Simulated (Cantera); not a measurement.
An isothermal, constant-pressure homogeneous reactor starts with CH4 : CO2 = 1 : 1.2 (molar parts), at 1525 K and 4.93 atm. Integrator tolerance rtol = 1e-08.

Detailed kinetics in Cantera: GRI-Mech 3.0 (53 species, 325 reactions).

Question: What does this change do: CO2 1.2 to 4.2 parts?

Answer: 
```
quantity                                            before                                     after
-----------------  ---------------------------------------  ----------------------------------------
x(CH4) at 10.0 s   0.0668 (gas-phase equilibrium 0.000106)   0.00448 (gas-phase equilibrium 2.47e-7)
x(CO2) at 10.0 s     0.0594 (gas-phase equilibrium 0.0143)       0.284 (gas-phase equilibrium 0.272)
x(CH2) at 10.0 s   6.01e-10 (gas-phase equilibrium <1e-12)   1.18e-10 (gas-phase equilibrium <1e-12)
x(CH2O) at 10.0 s  4.70e-7 (gas-phase equilibrium 4.93e-7)   2.51e-7 (gas-phase equilibrium 1.04e-7)
x(H) at 10.0 s     5.79e-6 (gas-phase equilibrium 7.09e-6)   3.30e-6 (gas-phase equilibrium 3.46e-6)
x(C2H2) at 10.0 s   0.0155 (gas-phase equilibrium 1.23e-8)  0.00103 (gas-phase equilibrium 4.91e-12)
```
